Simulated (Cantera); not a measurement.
A closed system holds: 1 mol HCl, 3.5 mol H₂, a varied amount of O₂, at 1998 K and 5.00 bar.

Cantera equilibrium calculation (NASA polynomials, part measured and part estimated; ideal gas, pure solids and liquids). Candidate condensed phases: H₂O; 14 gas species. Rates play no part.

x: gas mole fraction; nothing condenses.

| n(O₂) (mol) | x H₂O | x H₂ | x O₂ | x HCl | x Cl |
|---|---|---|---|---|---|
| 0.41 | 0.182 | 0.595 | 1.51e-9 | 0.222 | 0.000154 |
| 0.58 | ___ | ___ | ___ | 0.222 | 0.000165 |
| 0.83 | 0.369 | 0.409 | 1.32e-8 | 0.222 | 0.000186 |
| 1.2 | 0.533 | 0.244 | 7.69e-8 | 0.222 | 0.000240 |
| 1.7 | ___ | ___ | ___ | 0.221 | ___ |
| 2.4 | 0.680 | 0.000246 | 0.123 | 0.186 | 0.00635 |
| 3.4 | 0.570 | 0.000141 | 0.265 | 0.154 | 0.00694 |
| 4.8 | 0.465 | 9.34e-5 | 0.400 | 0.124 | 0.00687 |

What belongs in the gaps?


- 0.58, x H₂O: 0.258
- 0.58, x H₂: 0.520
- 0.58, x O₂: 3.97e-9
- 1.7, x H₂O: 0.755
- 1.7, x H₂: 0.0228
- 1.7, x O₂: 1.77e-5
- 1.7, x Cl: 0.000784
